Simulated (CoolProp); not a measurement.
A single-stage vapour-compression cycle with hydrogen sulfide: evaporating at 214.15 K (dew point), condensing at 256.15 K (bubble point), superheat 0 K, subcooling 8 K, compressor efficiency 0.9, no pressure losses. Each further row changes one setting.

Values from CoolProp's reference Helmholtz-energy equation of state, Lemmon 2006. It is a short technical equation, of lower accuracy than the large ones.

| case | cooling COP | pressure ratio | discharge temperature (K) | refrigerating effect (kJ/kg) | volumetric capacity (kJ/m³) |
|---|---|---|---|---|---|
| as stated | [?] | 5.60 | 339.7 | 477 | 1010 |
| evaporating temperature 219.15 K | 4.68 | 4.39 | [?] | [?] | 1280 |
| condensing temperature 251.15 K | 4.56 | 4.71 | 324.8 | 487 | 1030 |
| subcooling 13 K | [?] | 5.60 | 339.7 | 487 | 1030 |
| superheat 10 K | [?] | 5.60 | [?] | 487 | [?] |
| compressor efficiency 0.8 | 3.50 | 5.60 | [?] | 477 | 1010 |

Fill in the missing entries.


- as stated, cooling COP: 3.93
- evaporating temperature 219.15 K, discharge temperature (K): 326.1
- evaporating temperature 219.15 K, refrigerating effect (kJ/kg): 481
- subcooling 13 K, cooling COP: 4.02
- superheat 10 K, cooling COP: 3.83
- superheat 10 K, discharge temperature (K): 355.1
- superheat 10 K, volumetric capacity (kJ/m³): 983
- compressor efficiency 0.8, discharge temperature (K): 353.9
